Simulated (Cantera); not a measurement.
Thermodynamics of iron carbonyl, mercury and lead vapours, feed PbO + O2 + H2

Charge: 1 mol PbO, 0.29 mol O2, 88 mol H2, held at 1250 K and 0.00260 bar.

These are equilibrium values from Cantera (NASA tables, ideal gas, pure condensed phases), not measurements of a reactor. Candidate condensed phases: H2O, Pb, PbO, PbO2, Pb3O4; 12 gas species. The numbers say what is thermodynamically allowed, not how fast it happens.

- x(H2) = 0.971
- x(H2O) = 0.0178
- x(Pb) = 0.0112
- x(H) = 9.34e-6
- gas amount = 89.00 mol
- log10 activity of Pb(l) (absent) = -1.66
